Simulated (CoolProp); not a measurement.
Octamethylcyclotetrasiloxane (D4) along the isotherm 620 K: density (kg/m³) from the reference equation and from simpler models built on Tc = 586.5 K, pc = 1.347 MPa, ω = 0.598; each cubic takes its own stable root.

Computed with CoolProp (reference Helmholtz-energy equation of state, Thol 2015).

```json
[
 {"p (MPa)": "0.0481", "phase": "gas", "reference": "2.796", "van der Waals": "2.794", "Redlich-Kwong": "2.797", "Peng-Robinson": "2.799"},
 {"p (MPa)": "0.0962", "phase": "gas", "reference": "5.651", "van der Waals": "5.641", "Redlich-Kwong": "5.654", "Peng-Robinson": "5.661"},
 {"p (MPa)": "0.144", "phase": "gas", "reference": "8.550", "van der Waals": "8.527", "Redlich-Kwong": "8.556", "Peng-Robinson": "8.572"},
 {"p (MPa)": "0.192", "phase": "gas", "reference": "11.53", "van der Waals": "11.49", "Redlich-Kwong": "11.54", "Peng-Robinson": "11.56"},
 {"p (MPa)": "0.241", "phase": "gas", "reference": "14.63", "van der Waals": "14.57", "Redlich-Kwong": "14.65", "Peng-Robinson": "14.69"},
 {"p (MPa)": "0.289", "phase": "gas", "reference": "17.75", "van der Waals": "17.66", "Redlich-Kwong": "17.78", "Peng-Robinson": "17.84"},
 {"p (MPa)": "0.337", "phase": "gas", "reference": "20.95", "van der Waals": "20.82", "Redlich-Kwong": "20.98", "Peng-Robinson": "21.06"},
 {"p (MPa)": "0.385", "phase": "gas", "reference": "24.22", "van der Waals": "24.05", "Redlich-Kwong": "24.27", "Peng-Robinson": "24.37"},
 {"p (MPa)": "0.433", "phase": "gas", "reference": "27.58", "van der Waals": "27.37", "Redlich-Kwong": "27.65", "Peng-Robinson": "27.78"},
 {"p (MPa)": "0.481", "phase": "gas", "reference": "31.04", "van der Waals": "30.77", "Redlich-Kwong": "31.12", "Peng-Robinson": "31.27"},
 {"p (MPa)": "0.529", "phase": "gas", "reference": "34.59", "van der Waals": "34.27", "Redlich-Kwong": "34.69", "Peng-Robinson": "34.87"},
 {"p (MPa)": "0.577", "phase": "gas", "reference": "38.24", "van der Waals": "37.86", "Redlich-Kwong": "38.37", "Peng-Robinson": "38.57"},
 {"p (MPa)": "0.625", "phase": "gas", "reference": "42.00", "van der Waals": "41.56", "Redlich-Kwong": "42.16", "Peng-Robinson": "42.39"},
 {"p (MPa)": "0.674", "phase": "gas", "reference": "45.96", "van der Waals": "45.46", "Redlich-Kwong": "46.17", "Peng-Robinson": "46.42"}
]
```
